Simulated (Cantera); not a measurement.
Cantera run:

```python
import numpy as np
import cantera as ct

gas_names = """
    B BH BH2 BH3 BO BO2 B2 B2O B2O2 B2O3 B3O3H3 H HBO HBO2 HO2 H2 H2O H2O2 H3B3O6 O OH O2 O3
""".split()
cond_names = """
    B(b) B(L) B2O3(L) B3O3H3(cr) H2O(s) H2O(L)
""".split()


# ... load() reads the species with a 1 bar reference pressure and builds the phases ...
atoms = {
    'B2O3': {'B': 2, 'O': 3},
    'H2O': {'H': 2, 'O': 1},
    'H2': {'H': 2},
}
top_T = {}  # K; cautious upper limits of use, not melting points


# ... equilibrate(T, P, feed) seeds the gas with the atoms and calls Mixture.equilibrate('TP', solver="vcs", rtol=1e-11, max_steps=5000) ...
results = []
feed = {'B2O3': 1, 'H2O': 7.3, 'H2': 58}  # mol
P = 120  # Pa
for T in [1600, 1650, 1700, 1750, 1800, 1850, 1900, 1950, 2000, 2050, 2100]:
    mix = equilibrate(T, P, feed)
    results.append((T, P, feed, dict(zip(mix.species_names, mix.species_moles))))

top = {s: max(r[3][s] / sum(r[3][g] for g in gas_names) for r in results) for s in gas_names}
cols = sorted((s for s in top if top[s] > 0.001), key=lambda s: -top[s])[:6]
seen = [c for c in cond_names if any(r[3].get(c, 0) > 1e-12 for r in results)]
print("log10 of partial pressures in bar; condensed amounts in mol")
print(f"{'T/K':>10s}" + "".join(f"{s[:9]:>10s}" for s in cols + seen))
for T, P, feed, n in results:
    ng = sum(n[g] for g in gas_names)
    print(f"{T:10.4g}" + "".join(f"{np.log10(max(n[s] / ng * P / 1e5, 1e-99)):10.3f}" for s in cols)
          + "".join(f"{n.get(c, 0):10.4g}" for c in seen))
```

Result:

```
log10 of partial pressures in bar; condensed amounts in mol
       T/K        H2       H2O         H      HBO2        BO       HBO
      1600    -2.980    -3.940    -5.755    -4.458    -7.927    -6.508
      1650    -2.980    -3.940    -5.532    -4.461    -7.621    -6.397
      1700    -2.981    -3.940    -5.322    -4.464    -7.334    -6.294
      1750    -2.982    -3.939    -5.124    -4.468    -7.065    -6.198
      1800    -2.984    -3.939    -4.938    -4.474    -6.812    -6.109
      1850    -2.986    -3.939    -4.762    -4.480    -6.575    -6.027
      1900    -2.990    -3.940    -4.595    -4.488    -6.353    -5.952
      1950    -2.994    -3.940    -4.438    -4.498    -6.145    -5.884
      2000    -3.000    -3.942    -4.289    -4.511    -5.952    -5.825
      2050    -3.009    -3.944    -4.149    -4.528    -5.773    -5.774
      2100    -3.020    -3.947    -4.016    -4.549    -5.609    -5.734
```

Equilibrium computed with Cantera from the NASA thermochemical tables; the gas is ideal and each condensed phase is pure. Gases not in the tables: H3BO3.
